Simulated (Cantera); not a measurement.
An adiabatic, constant-volume homogeneous reactor starts with H2 : O2 : N2 : H2O : NO = 1 : 0.238 : 0.895 : 0.053 : 0.21 (molar parts), at 1700 K and 1.40 bar.

Computed with Cantera and GRI-Mech 3.0 (53 species, 325 reactions). Above 3000 K some thermodynamic fits are extrapolated.

Task: Predict: time of steepest temperature rise; temperature at 3.00 s; equilibrium temperature; x(H2) at 3.00 s; x(O2) at 3.00 s; x(H2O) at 3.00 s; x(NO2) at 3.00 s; x(HO2) at 3.00 s.

Result: 
| Item | Result |
|---|---|
| time of steepest temperature rise | 6.03 µs |
| temperature at 3.00 s | 3175 K |
| equilibrium temperature | 3175 K |
| x(H2) at 3.00 s | 0.160 (gas-phase equilibrium 0.160) |
| x(O2) at 3.00 s | 0.00672 (gas-phase equilibrium 0.00672) |
| x(H2O) at 3.00 s | 0.259 (gas-phase equilibrium 0.259) |
| x(NO2) at 3.00 s | 1.13e-6 (gas-phase equilibrium 1.13e-6) |
| x(HO2) at 3.00 s | 8.69e-6 (gas-phase equilibrium 8.69e-6) |
